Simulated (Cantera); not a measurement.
Sublimation and decomposition of ceramics: MgO + N2

Feed: 1 mol MgO, 0.26 mol N2.

Method: chemical equilibrium by Gibbs-energy minimisation in Cantera with the NASA 1993 tables (ideal gas, pure condensed phases). Candidate condensed phases: Mg, MgO; 13 gas species. The numbers say what is thermodynamically allowed, not how fast it happens.

Stable condensed phases:

```
T in K \ P in Pa
               1     4.6      22     100     460    2200   10000   46000  220000 1000000
   2975        A       A       A       A       A       A       A       B       B       B
   2875        A       A       A       A       A       A       B       B       B       B
   2775        A       A       A       A       A       A       B       B       B       B
   2675        A       A       A       A       A       B       B       B       B       B
   2575        A       A       A       A       A       B       B       B       B       B
   2475        A       A       A       A       B       B       B       B       B       B
   2375        A       A       A       B       B       B       B       B       B       B
   2275        A       A       A       B       B       B       B       B       B       B
   2175        A       A       B       B       B       B       B       B       B       B
   2075        A       B       B       B       B       B       B       B       B       B
   1975        B       B       B       B       B       B       B       B       B       B
   1875        B       B       B       B       B       B       B       B       B       B
   1775        B       B       B       B       B       B       B       B       B       B
   1675        B       B       B       B       B       B       B       B       B       B
```

A: gas only; B: MgO.
